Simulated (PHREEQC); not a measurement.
Consider water at 25 °C with 0.0017 mol Cd(NO3)2 per kg of water. Closed to the air; pH follows from the charge balance.

Equilibrium calculation in PHREEQC: ion-association model, phreeqc.dat.

This is a speciation only: nothing precipitates in the calculation.

### Question
What pH, specific conductance does the model give?

### Answer
pH 6.47; specific conductance 393 µS/cm.

Species that the database lacks are ignored.
